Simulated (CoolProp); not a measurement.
Vapour-liquid equilibrium of ethane (1) + propylene (2) at -79.95 °C; x and y are mole fractions of (1).

Model: multi-fluid Helmholtz-energy mixture model, Bücker 2006 and Lemmon 2013; pair parameters Bell 2016, in CoolProp.

```tsv
x	bubble pressure (MPa)	y at the bubble point	dew pressure at overall composition x (MPa)	liquid density (mol/L)
0.05	…	0.345	0.01836	15.52
0.2	0.04811	…	0.02143	15.85
0.35	0.06917	0.827	…	16.18
0.5	0.08947	0.894	0.03212	16.53
0.65	…	0.937	0.04271	16.88
0.8	0.1298	0.968	0.06329	17.24
0.95	0.1507	0.993	0.1172	…
```

Q: Fill in the missing entries.

A: 
- 0.05, bubble pressure (MPa): 0.02554
- 0.2, y at the bubble point: 0.701
- 0.35, dew pressure at overall composition x (MPa): 0.02571
- 0.65, bubble pressure (MPa): 0.1095
- 0.95, liquid density (mol/L): 17.60

No azeotrope shows between x = 0.05 and 0.95.

Pair parameters are fitted to limited data, so mixtures are less certain than the pure fluids.
